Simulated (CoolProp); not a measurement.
Vapour-liquid equilibrium of acetone (1) + ethanol (2) at 0.00093 MPa; x and y are mole fractions of (1).

Model: multi-fluid Helmholtz-energy mixture model, Lemmon 2006 and Schroeder 2014; pair parameters Bell 2016, in CoolProp.

Problem. Give the bubble temperature and the first vapour's composition at x = 0.35, 0.5, 0.95. Is there an azeotrope?

Solution. x = 0.35: -29.7 °C, y = 0.883; x = 0.5: -31.8 °C, y = 0.915; x = 0.95: -36.1 °C, y = 0.989. No azeotrope shows between x = 0.05 and 0.95.

The pair parameters rest on a limited set of measurements; away from them the model extrapolates.
